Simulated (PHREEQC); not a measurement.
Solution A (0.015 mol NH4Cl, 5.7e-05 mol Na2B4O7 and 0.00013 mol NaCl per kg of water) is mixed with solution B (0.026 mol HF, 0.0054 mol NH4HF2, 0.0058 mol (NH4)2SiF6 and 0.096 mol H2SO4 per kg of water) at 25 °C; shares are by mass of water, 1 kg in all. Oxygen is held at 0.21 atm. The system is closed to CO2. Only these solids could form: SiO2(a), Halite.

Computed with PHREEQC (ion-association model, phreeqc.dat).

```
share of solution B    pH  SiF6-2 (mol/kgw)  H3BO3 (mol/kgw)  HSO4- (mol/kgw)  BF4- (mol/kgw)  HF (mol/kgw)  SO4-2 (mol/kgw)
-------------------  ----  ----------------  ---------------  ---------------  --------------  ------------  ---------------
0                    7.18                 0         0.000226                0               0             0                0
0.1                  1.89          0.000475         0.000114          0.00391         8.02e-5       0.00372          0.00520
0.15                 1.74          0.000818          6.60e-5          0.00697        0.000117       0.00509          0.00682
0.25                 1.55           0.00144          1.67e-5           0.0139        0.000147       0.00838          0.00937
0.35                 1.43           0.00203          4.79e-6           0.0213        0.000139        0.0120           0.0114
0.4                  1.38           0.00232          2.80e-6           0.0252        0.000130        0.0139           0.0123
0.5                  1.30           0.00290          1.08e-6           0.0331        0.000111        0.0176           0.0139
0.6                  1.23           0.00348          4.57e-7           0.0412         8.92e-5        0.0213           0.0154
0.65                 1.20           0.00377          3.03e-7           0.0453         7.82e-5        0.0232           0.0160
0.75                 1.15           0.00435          1.32e-7           0.0536         5.61e-5        0.0270           0.0173
0.85                 1.10           0.00493          5.14e-8           0.0620         3.37e-5        0.0307           0.0184
0.9                  1.08           0.00522          2.81e-8           0.0663         2.25e-5        0.0326           0.0190
1                    1.04           0.00580                0           0.0748               0        0.0363           0.0200
```

Species that the database lacks are ignored. SiF6-2 is the database's only silicon fluoride. Real BF4- forms and hydrolyses slowly; the run takes it at equilibrium.
